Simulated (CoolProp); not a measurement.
Aqueous lithium chloride as a coolant, 19 % by mass, freezing at -39.3 °C, 1 atm.

Model: Melinder's fits for secondary coolants, in CoolProp.

```
T (°C)  density (kg/m³)  conductivity (W/(m K))  viscosity (mPa s)  cp (kJ/(kg K))
------  ---------------  ----------------------  -----------------  --------------
-12.3              1116                   0.509               5.27           3.109
-5.6               1115                   0.519               4.12           3.147
1.2                1114                   0.528               3.30           3.185
8                  1112                   0.538               2.71      (withheld)
14.8               1111                   0.547               2.28      (withheld)
21.5               1109              (withheld)         (withheld)           3.300
28.3               1107                   0.566               1.70           3.338
35.1               1104                   0.575               1.49           3.377
```

Problem. Complete the blanks.

Solution. 
- 8, cp (kJ/(kg K)): 3.224
- 14.8, cp (kJ/(kg K)): 3.262
- 21.5, conductivity (W/(m K)): 0.556
- 21.5, viscosity (mPa s): 1.96
